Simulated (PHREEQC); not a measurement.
Make-up at 20 °C: 0.0052 mol CaCl2, 0.21 mol Na2HPO4 and 5e-05 mol NaCl per kg of water. Closed to the air; pH follows from the charge balance.

All values are PHREEQC results (ion-association model, wateq4f.dat), not measurements.

Each row changes one thing in this solution. This is a speciation only: nothing precipitates in the calculation.

```
case                                  pH  ionic strength (mol/kgw)  Na+ (mol/kgw)  Ca+2 (mol/kgw)  CaOH+ (mol/kgw)  SI of Halite (NaCl)  SI of Portlandite (Ca(OH)2)
----------------------------------  ----  ------------------------  -------------  --------------  ---------------  -------------------  ---------------------------
as made                             8.51                     0.568          0.392        0.000527          1.04e-8                -4.30                       -10.03
Na2HPO4 left out                    7.06                    0.0157        5.00e-5         0.00520          6.96e-9                -7.96                       -11.55
diluted 2-fold with water           8.61                     0.293          0.201        0.000305          8.08e-9                    ?                       -10.03
diluted 100-fold with water            ?                   0.00628        0.00419         1.98e-5                ?                -8.00                       -10.13
NaCl from 5e-05 to 0.00025 mol/kgw  8.51                     0.568          0.392               ?          1.04e-8                -4.30                       -10.03
Na2HPO4 from 0.21 to 0.189 mol/kgw  8.50                     0.514          0.354        0.000559          1.08e-8                    ?                       -10.03
```

Problem. Some entries are withheld; supply them.

Solution. 
- diluted 2-fold with water, SI of Halite (NaCl): -4.85
- diluted 100-fold with water, pH: 8.95
- diluted 100-fold with water, CaOH+ (mol/kgw): 2.30e-9
- NaCl from 5e-05 to 0.00025 mol/kgw, Ca+2 (mol/kgw): 0.000528
- Na2HPO4 from 0.21 to 0.189 mol/kgw, SI of Halite (NaCl): -4.34

Complexes and solids missing from the database can't appear. Some of these states are supersaturated (in Hydroxyapatite, for instance). H3PO4, which wateq4f.dat lacks, is added to it with the constant of phreeqc.dat.
